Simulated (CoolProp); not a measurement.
A single-stage vapour-compression cycle with the fluid: evaporating at 266.15 K (dew point), condensing at 307.15 K (bubble point), superheat 10 K, subcooling 8 K, compressor efficiency 0.9, no pressure losses. The same conditions are run with several fluids, on thermodynamics alone (safety and materials aside).

Values from CoolProp's reference Helmholtz-energy equation of state of each fluid (cyclopentane: Gedanitz 2015; c-C4F8 (RC318): Platzer 1990; CH3F (R41): Lemmon 2006; R143a: Lemmon and Jacobsen 2000; R365MFC: Lemmon 2016; R407C: Lemmon 2003). The equations of Platzer and Polt are older, rougher fits. Blends and air are pseudo-pure fits.

Question: Rank cyclopentane, c-C4F8 (RC318), CH3F (R41), R143a, R365MFC, R407C by cooling COP, highest first.

Answer: cyclopentane (5.42), R365MFC (5.31), c-C4F8 (RC318) (5.00), R143a (4.86), R407C (4.29), CH3F (R41) (4.18)

```csv
fluid,pressure ratio,discharge temperature (K),refrigerating effect (kJ/kg),volumetric capacity (kJ/m³)
cyclopentane,5.94,334.9,381,118
c-C4F8 (RC318),4.25,307.1,89.1,783
CH3F (R41),2.80,355.6,282,8870
R143a,3.20,325.4,154,3160
R365MFC,6.27,311.7,174,146
R407C,4.21,339.7,177,2580
```

The compression ends wet for: c-C4F8 (RC318).
